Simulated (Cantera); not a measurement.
Feed: 1 mol Ta, 9.3 mol CO2, 4.3 mol CH4, equilibrated at 1600 K and 3700 Pa.

Equilibrium computed with Cantera from the NASA thermochemical tables; the gas is ideal and each condensed phase is pure. Candidate condensed phases: C, C6H6, C7H8, C8H18, H2O, Ta, TaC, Ta2O5; 113 gas species. The numbers say what is thermodynamically allowed, not how fast it happens.

Base state: CO 0.570, H2 0.317, H2O 0.0704, CO2 0.0422, H 0.000159 (mole fractions); condensed: Ta2O5(s).

Q: What changes in the equilibrium state with this change: temperature from 1600 K to 900 K?

A: 
```tsv
species	before	after
CO	0.570	0.525
H2	0.317	0.360
CO2	0.0422	0.0877
H2O	0.0704	0.0261
CH4	<1e-9	0.000973
H	0.000159	<1e-9
Ta2O5(s), mol	0.500	0.500
```
